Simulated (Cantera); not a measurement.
Feed: 1 mol SiCl₄, 8.3 mol H₂, 0.58 mol Cl₂, at 575 K and 0.133 bar.

These are equilibrium values from Cantera (NASA tables, ideal gas, pure condensed phases), not measurements of a reactor. Candidate condensed phases: Si; 19 gas species. Equilibrium is a limit: real reactors are often held back by kinetics, nucleation or transport.

Question: What is the equilibrium state?

Answer: 
```
Item                                 Result
--------------------------------  ---------
x(H₂)                                 0.781
x(HCl)                                0.117
x(SiCl₄)                              0.101
x(SiHCl₃)                           1.00e-5
gas amount                        9.880 mol
log10 activity of Si(s) (absent)     -14.32
```
